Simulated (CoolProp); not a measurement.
Vapour pressure (MPa) of propylene glycol: the reference equation beside estimates from Tc = 674.0 K, pc = 7.292 MPa, ω = 0.327.

The numbers come from the reference Helmholtz-energy equation of state, Eisenbach 2021 in CoolProp.

| T (K) | reference | Lee-Kesler | van der Waals | Redlich-Kwong | Soave-Redlich-Kwong | Peng-Robinson |
|---|---|---|---|---|---|---|
| 422.7 | 0.02704 | 0.09797 | 0.8140 | 0.2342 | 0.09846 | 0.1001 |
| 428.8 | 0.03399 | 0.1167 | 0.8812 | 0.2692 | 0.1171 | 0.1187 |
| 434.9 | 0.04239 | 0.1381 | 0.9519 | 0.3081 | 0.1385 | 0.1400 |
| 440.9 | 0.05229 | 0.1622 | (withheld) | 0.3503 | 0.1625 | 0.1638 |
| 447 | 0.06428 | 0.1900 | 1.103 | 0.3973 | 0.1902 | 0.1913 |
| 453.1 | (withheld) | 0.2214 | 1.185 | 0.4489 | 0.2215 | 0.2223 |
| 459.1 | 0.09488 | 0.2561 | 1.270 | 0.5043 | 0.2561 | 0.2565 |
| 465.2 | 0.1144 | 0.2956 | 1.360 | 0.5655 | 0.2955 | 0.2954 |
| 471.3 | 0.1371 | 0.3397 | 1.454 | 0.6319 | 0.3395 | 0.3388 |
| 477.3 | 0.1629 | (withheld) | 1.550 | 0.7026 | 0.3876 | 0.3862 |
| 483.4 | 0.1931 | 0.4421 | 1.653 | 0.7801 | 0.4418 | 0.4396 |
| 489.4 | (withheld) | 0.5010 | 1.757 | 0.8621 | 0.5006 | 0.4975 |
| 495.5 | 0.2666 | 0.5667 | 1.868 | 0.9515 | 0.5665 | 0.5623 |

Q: Some entries are withheld; supply them.

A: 
- 440.9, van der Waals: 1.025
- 453.1, reference: 0.07847
- 477.3, Lee-Kesler: 0.3879
- 489.4, reference: 0.2271

Absolute difference from the reference over all 13 rows, mean and median: Lee-Kesler 176.6 and 169.9 %, van der Waals 1431.1 and 1238.5 %, Redlich-Kwong 461.8 and 431.5 %, Soave-Redlich-Kwong 176.9 and 169.9 %, Peng-Robinson 178.0 and 170.3 %.
